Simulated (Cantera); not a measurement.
A perfectly stirred reactor is fed with 25.9 % H2, 74.1 % O2, at 0.0267 bar; it is held at 1125 K, and followed from long to short residence time.

Model: the H2/O2 subset of GRI-Mech 3.0, which has no nitrogen chemistry, integrated in Cantera. Radical loss at walls, strong at low pressure, is not modelled. The temperature is held fixed by assumption; the heat of reaction is taken as removed at once.

Question: Predict: x(H2) at τ = 0.410 s; x(O2) at τ = 0.410 s; x(O) at τ = 0.410 s; x(H2O2) at τ = 0.410 s; x(HO2) at τ = 0.410 s; x(H2) at τ = 8.90 ms; x(O2) at τ = 8.90 ms; x(O) at τ = 8.90 ms; x(H2O2) at τ = 8.90 ms; x(HO2) at τ = 8.90 ms.

Answer: 
```
Quantity                 Result
----------------------  -------
x(H2) at τ = 0.410 s    0.00113
x(O2) at τ = 0.410 s      0.700
x(O) at τ = 0.410 s     0.00155
x(H2O2) at τ = 0.410 s  9.46e-7
x(HO2) at τ = 0.410 s   1.35e-5
x(H2) at τ = 8.90 ms     0.0111
x(O2) at τ = 8.90 ms      0.684
x(O) at τ = 8.90 ms      0.0162
x(H2O2) at τ = 8.90 ms  1.40e-6
x(HO2) at τ = 8.90 ms   2.67e-5
```
